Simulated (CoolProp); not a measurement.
Saturation properties of cyclohexane (Tc = 553.6 K, pc = 4081 kPa, ω = 0.209).

The numbers come from the reference Helmholtz-energy equation of state, Zhou 2014 in CoolProp.

```tsv
T (K)	p (kPa)	vapour density (kg/m³)	enthalpy of vaporisation (kJ/kg)	liquid viscosity (µPa s)	vapour viscosity (µPa s)
335.5	56.30	1.741	368.6	514	7.74
345.8	(withheld)	2.387	361.8	453	7.94
356.2	108.6	3.214	354.8	400	(withheld)
366.5	145.9	(withheld)	347.6	357	8.36
376.8	192.3	5.490	340.2	319	8.57
387.2	249.9	7.032	332.5	287	8.80
397.5	319.0	8.870	324.5	259	9.03
407.8	401.6	11.06	316.2	(withheld)	9.27
418.1	499.2	13.66	307.5	214	9.54
428.5	614.7	16.76	298.2	195	9.82
438.8	747.5	20.37	288.5	(withheld)	10.1
449.1	900.4	24.60	278.2	164	10.5
459.5	1077	29.61	267.0	151	10.9
469.8	1276	35.46	255.1	139	11.3
```

Task: Some entries are withheld; supply them.

Result: 
- 345.8, p (kPa): 78.99
- 356.2, vapour viscosity (µPa s): 8.15
- 366.5, vapour density (kg/m³): 4.235
- 407.8, liquid viscosity (µPa s): 235
- 438.8, liquid viscosity (µPa s): 179

It boils at 353.9 K under 1 atm.

Viscosity comes from a separate model (Tariq 2014).
